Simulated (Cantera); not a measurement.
Feed: 1 mol MgO, 0.28 mol O2, equilibrated at 10000 Pa.

Method: chemical equilibrium by Gibbs-energy minimisation in Cantera with the NASA 1993 tables (ideal gas, pure condensed phases). Candidate condensed phases: Mg, MgO; 6 gas species. Equilibrium is a limit: real reactors are often held back by kinetics, nucleation or transport. All values below are at 1273 K.

Base state: O2 1.00 (mole fractions); condensed: MgO(s).

### Question
What changes in the equilibrium state with this change: MgO replaced by CaCO3?

### Answer
```csv
species,before,after
CO2,0,0.781
O2,1.00,0.219
"MgO(s), mol",1.00,0
"CaO(s), mol",0,1.00
```
Further candidate phases: C, Ca, CaCO3, CaO.
